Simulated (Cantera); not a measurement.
An isothermal, constant-pressure homogeneous reactor starts with CH4 : O2 : N2 = 0.0022 : 0.0046 : 1 (molar parts), equivalence ratio 0.96, at 925 K and 8.90 bar. Integrator tolerance rtol = 1e-08.

Computed with Cantera and GRI-Mech 3.0 (53 species, 325 reactions). Below about 1000 K GRI-Mech 3.0 lacks low-temperature oxidation paths.

Question: What does this change do: temperature 925 to 1000 K?

Answer: 
```tsv
quantity	before	after
x(CH4) at 80.0 s	8.49e-7 (gas-phase equilibrium <1e-12)	1.16e-12 (gas-phase equilibrium <1e-12)
x(O2) at 80.0 s	0.000375 (gas-phase equilibrium 0.000198)	0.000208 (gas-phase equilibrium 0.000198)
x(CH2CO) at 80.0 s	5.98e-10 (gas-phase equilibrium <1e-12)	<1e-12 (gas-phase equilibrium <1e-12)
x(CO) at 80.0 s	0.000344 (gas-phase equilibrium <1e-12)	1.89e-5 (gas-phase equilibrium 3.19e-12)
x(O) at 80.0 s	1.04e-10 (gas-phase equilibrium <1e-12)	5.48e-11 (gas-phase equilibrium <1e-12)
x(CH3) at 80.0 s	9.81e-11 (gas-phase equilibrium <1e-12)	<1e-12 (gas-phase equilibrium <1e-12)
```

Question: What does this change do: pressure from 8.90 bar to 1.00 bar?

Answer: 
```json
[
 {"quantity": "x(CH4) at 80.0 s", "before": "8.49e-7 (gas-phase equilibrium <1e-12)", "after": "0.00218 (gas-phase equilibrium <1e-12)"},
 {"quantity": "x(O2) at 80.0 s", "before": "0.000375 (gas-phase equilibrium 0.000198)", "after": "0.00457 (gas-phase equilibrium 0.000198)"},
 {"quantity": "x(CH2CO) at 80.0 s", "before": "5.98e-10 (gas-phase equilibrium <1e-12)", "after": "5.84e-12 (gas-phase equilibrium <1e-12)"},
 {"quantity": "x(CO) at 80.0 s", "before": "0.000344 (gas-phase equilibrium <1e-12)", "after": "1.86e-7 (gas-phase equilibrium <1e-12)"},
 {"quantity": "x(O) at 80.0 s", "before": "1.04e-10 (gas-phase equilibrium <1e-12)", "after": "<1e-12 (gas-phase equilibrium <1e-12)"},
 {"quantity": "x(CH3) at 80.0 s", "before": "9.81e-11 (gas-phase equilibrium <1e-12)", "after": "7.69e-9 (gas-phase equilibrium <1e-12)"}
]
```

Question: What does this change do: N2 1 to 7.6 parts?

Answer: 
```tsv
quantity	before	after
x(CH4) at 80.0 s	8.49e-7 (gas-phase equilibrium <1e-12)	0.000289 (gas-phase equilibrium <1e-12)
x(O2) at 80.0 s	0.000375 (gas-phase equilibrium 0.000198)	0.000604 (gas-phase equilibrium 2.62e-5)
x(CH2CO) at 80.0 s	5.98e-10 (gas-phase equilibrium <1e-12)	2.40e-12 (gas-phase equilibrium <1e-12)
x(CO) at 80.0 s	0.000344 (gas-phase equilibrium <1e-12)	6.14e-8 (gas-phase equilibrium <1e-12)
x(O) at 80.0 s	1.04e-10 (gas-phase equilibrium <1e-12)	<1e-12 (gas-phase equilibrium <1e-12)
x(CH3) at 80.0 s	9.81e-11 (gas-phase equilibrium <1e-12)	1.37e-9 (gas-phase equilibrium <1e-12)
```
